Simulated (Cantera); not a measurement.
# Adiabatic ignition

An adiabatic, constant-volume homogeneous reactor starts with 7.64 % CH₄, 18.2 % O₂, 68.4 % N₂, 5.73 % H₂O, equivalence ratio 0.84, at 1775 K and 101000 Pa.

Computed with Cantera and GRI-Mech 3.0 (53 species, 325 reactions).

```csv
t (s),T (K),P (bar),x CH₄,x O₂,x H₂O,x HCO,x CH₃,x C₂H₄,x CO₂
3.00e-6,1775,1.01,0.0764,0.182,0.0573,4.98e-11,2.48e-5,1.71e-9,9.19e-10
8.42e-6,1775,1.01,0.0763,0.182,0.0573,6.17e-10,8.09e-5,6.85e-8,1.54e-8
2.36e-5,1774,1.01,0.0760,0.182,0.0574,1.09e-8,0.000287,2.53e-6,3.55e-7
6.62e-5,1778,1.02,0.0735,0.180,0.0589,5.27e-7,0.00134,0.000139,1.83e-5
0.000186,2847,1.71,<1e-12,0.0419,0.161,5.36e-8,<1e-12,<1e-12,0.0402
0.000521,2866,1.71,<1e-12,0.0389,0.163,5.10e-8,<1e-12,<1e-12,0.0411
0.00146,2858,1.71,<1e-12,0.0363,0.164,5.04e-8,<1e-12,<1e-12,0.0410
0.00410,2857,1.71,<1e-12,0.0359,0.164,5.03e-8,<1e-12,<1e-12,0.0410
0.0115,2857,1.71,<1e-12,0.0359,0.164,5.03e-8,<1e-12,<1e-12,0.0410
0.0323,2857,1.71,<1e-12,0.0359,0.164,5.03e-8,<1e-12,<1e-12,0.0410
0.0906,2857,1.71,<1e-12,0.0359,0.164,5.03e-8,<1e-12,<1e-12,0.0410
0.254,2857,1.71,<1e-12,0.0359,0.164,5.03e-8,<1e-12,<1e-12,0.0410
0.713,2857,1.71,<1e-12,0.0359,0.164,5.03e-8,<1e-12,<1e-12,0.0410
2.00,2857,1.71,<1e-12,0.0359,0.164,5.03e-8,<1e-12,<1e-12,0.0410
```
x: mole fraction; the columns are a selection and need not sum to one.

The time of steepest temperature rise comes out as 0.122 ms and the temperature at 2.00 s comes out as 2857 K. The equilibrium temperature is 2857 K. The x(CH₄) at 2.00 s comes out as <1e-12 (gas-phase equilibrium <1e-12). The x(O₂) at 2.00 s comes out as 0.0359 (gas-phase equilibrium 0.0359). The x(H₂O) at 2.00 s is 0.164 (gas-phase equilibrium 0.164).
